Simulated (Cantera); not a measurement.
Standard-state values (1 bar) from the NASA 1993 polynomials, evaluated with Cantera. Values are per mole of reaction as written; species without (g) are pure solids or liquids, kept so even where they would boil at 1 bar. TiC: taken at fixed stoichiometry.

TiC + 3 CH₄(g) → 2 C₂H₆(g) + Ti, with ΔH° = 240.2 kJ and ΔS° = -94.2 J/K at 300 K.

Problem. How far is the shortcut ΔG° ≈ ΔH°(300 K) − T·ΔS°(300 K) from the full temperature-dependent value at 2448, 2498, 2548, 2598, 2648, 2698, 2748, 2798, 2848, 2898, 2948 K?

Solution. 
```tsv
T (K)	shortcut (kJ)	full (kJ)	difference (kJ)	difference in log10 K	condensed phases
2448	470.9	464.8	6.1	-0.13	TiC(s), Ti(l)
2498	475.6	469.0	6.6	-0.14	TiC(s), Ti(l)
2548	480.3	473.2	7.1	-0.14	TiC(s), Ti(l)
2598	485.0	477.5	7.5	-0.15	TiC(s), Ti(l)
2648	489.7	481.7	8.0	-0.16	TiC(s), Ti(l)
2698	494.4	486.0	8.5	-0.16	TiC(s), Ti(l)
2748	499.1	490.2	8.9	-0.17	TiC(s), Ti(l)
2798	503.8	494.5	9.3	-0.17	TiC(s), Ti(l)
2848	508.5	498.8	9.7	-0.18	TiC(s), Ti(l)
2898	513.3	503.1	10.1	-0.18	TiC(s), Ti(l)
2948	518.0	507.4	10.5	-0.19	TiC(s), Ti(l)
```
The shortcut ignores heat capacities and the phase changes listed.
